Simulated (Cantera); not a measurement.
Charge: 1 mol HBr, 0.04 mol O2, 7.5 mol N2, held at 1127 °C and 1.00 bar.

Equilibrium computed with Cantera from the NASA thermochemical tables; the gas is ideal and each condensed phase is pure. Candidate condensed phases: Br2, H2O; 27 gas species. The numbers say what is thermodynamically allowed, not how fast it happens.

Base state: N2 0.878, HBr 0.0982, Br 0.0107, H2O 0.00936, Br2 0.00403, H2 4.49e-5 (mole fractions); condensed: gas only.

What changes in the equilibrium state with this change: temperature from 1127 °C to 752 °C?


| species | before | after |
|---|---|---|
| N2 | 0.878 | 0.882 |
| HBr | 0.0982 | 0.0988 |
| H2O | 0.00936 | 0.00941 |
| Br | 0.0107 | 0.000727 |
| Br2 | 0.00403 | 0.00905 |
| H2 | 4.49e-5 | 6.67e-7 |

What changes in the equilibrium state with this change: temperature from 1127 °C to 2152 °C?


```csv
species,before,after
N2,0.878,0.852
Br,0.0107,0.0655
HBr,0.0982,0.0479
H2,4.49e-5,0.0226
H,3.26e-8,0.00269
O,<1e-9,1.58e-5
OH,1.35e-7,0.000199
```
